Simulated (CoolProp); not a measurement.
A single-stage vapour-compression cycle with R407C: evaporating at 232.15 K (dew point), condensing at 299.15 K (bubble point), superheat 2 K, subcooling 0 K, compressor efficiency 0.9, no pressure losses. Each further row changes one setting.

The numbers come from the reference Helmholtz-energy equation of state, Lemmon 2003 in CoolProp. It is a pseudo-pure fit of the blend.

```csv
case,cooling COP,pressure ratio,discharge temperature (K),refrigerating effect (kJ/kg),volumetric capacity (kJ/m³)
as stated,(withheld),15.0,343.6,150,561
evaporating temperature 237.15 K,(withheld),11.7,(withheld),(withheld),724
condensing temperature 294.15 K,2.20,13.1,337.3,158,590
subcooling 5 K,(withheld),15.0,343.6,158,590
superheat 12 K,1.99,15.0,354.6,158,562
compressor efficiency 0.8,(withheld),15.0,352.8,150,561
```

Some entries are withheld; supply them.


- as stated, cooling COP: 1.98
- evaporating temperature 237.15 K, cooling COP: 2.23
- evaporating temperature 237.15 K, discharge temperature (K): 339.4
- evaporating temperature 237.15 K, refrigerating effect (kJ/kg): 153
- subcooling 5 K, cooling COP: 2.08
- compressor efficiency 0.8, cooling COP: 1.76
